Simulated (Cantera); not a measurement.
Cantera run, input and output.

```python
import numpy as np
import cantera as ct

gas = ct.Solution("gri30.yaml")
gas.TPX = 1275, 23000, {'N2O': 1, 'N2': 4.7}
reactor = ct.IdealGasConstPressureReactor(gas, energy="off", clone=False)
net = ct.ReactorNet([reactor])
net.rtol, net.atol = 1e-08, 1e-18
show = ['N2O', 'NO', 'NO2', 'O', 'N2']
times = np.geomspace(8e-06, 100, 9)

steps = ct.SolutionArray(gas, extra=["t"])
rows = []
print(f"{'t/s':>10s}{'T/K':>9s}{'P/Pa':>11s}" + "".join(f"{s:>11s}" for s in show))
for t in times:
    while net.time < t:
        t_next = net.step()
        steps.append(gas.state, t=t_next)
    rows.append([np.interp(t, steps.t, y) for y in (steps.T, steps.P, *steps(*show).X.T)])
    print(f"{t:10.3e}{rows[-1][0]:9.1f}{rows[-1][1]:11.4g}" + "".join(f"{x:11.3e}" for x in rows[-1][2:]))
rate = np.gradient(steps.T, steps.t)
print("integrator steps:", len(steps.t))
if steps.T.max() > steps.T[0] + 200:
    print(f"time of steepest temperature rise: {steps.t[rate.argmax()]:.4e} s")
gas.TPX = 1275, 23000, {'N2O': 1, 'N2': 4.7}
gas.equilibrate("TP")
print(f"equilibrium (TP): T = {gas.T:.1f} K  " + "  ".join(f"{s} {gas[s].X[0]:.3e}" for s in show))
```

Output:

```
       t/s      T/K       P/Pa        N2O         NO        NO2          O         N2
 8.000e-06   1275.0    2.3e+04  1.754e-01  3.490e-09  5.430e-17  3.616e-07  8.246e-01
 6.169e-05   1275.0    2.3e+04  1.754e-01  1.786e-07  1.410e-13  2.235e-06  8.246e-01
 4.757e-04   1275.0    2.3e+04  1.754e-01  4.646e-06  9.421e-11  5.313e-06  8.246e-01
 3.668e-03   1275.0    2.3e+04  1.751e-01  4.552e-05  8.594e-09  5.400e-06  8.247e-01
 2.828e-02   1275.0    2.3e+04  1.726e-01  3.577e-04  3.726e-07  5.394e-06  8.259e-01
 2.181e-01   1275.0    2.3e+04  1.547e-01  2.594e-03  5.280e-06  5.329e-06  8.344e-01
 1.682e+00   1275.0    2.3e+04  6.997e-02  1.291e-02  2.880e-05  4.680e-06  8.751e-01
 1.297e+01   1275.0    2.3e+04  1.131e-03  1.944e-02  4.842e-05  3.927e-07  9.090e-01
 1.000e+02   1275.0    2.3e+04  1.044e-07  1.942e-02  6.492e-05  6.244e-08  9.096e-01
integrator steps: 1053
equilibrium (TP): T = 1275.0 K  N2O 7.842e-09  NO 2.255e-04  NO2 8.035e-07  O 6.651e-08  N2 9.192e-01
```

Cantera simulation using GRI-Mech 3.0 (53 species, 325 reactions); the numbers are that mechanism's predictions, not measurements. GRI-Mech 3.0 was tuned for natural gas; its chemistry of N2O as a main component is partial and can be far from experiment. The mechanism lacks the step 2 NO + O2 → 2 NO2, which can matter for NO2 below about 1400 K. The temperature is held fixed by assumption; the heat of reaction is taken as removed at once.
